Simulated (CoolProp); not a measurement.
Values from CoolProp's reference Helmholtz-energy equation of state, Lemmon 2013.

Task: For propylene, give the phase and the density (kg/m³), cv (kJ/(kg K)) at 369.6 K and 6.83 bar.

Result: 
- 369.6 K and 6.83 bar: gas; density 9.85, cv 1.62
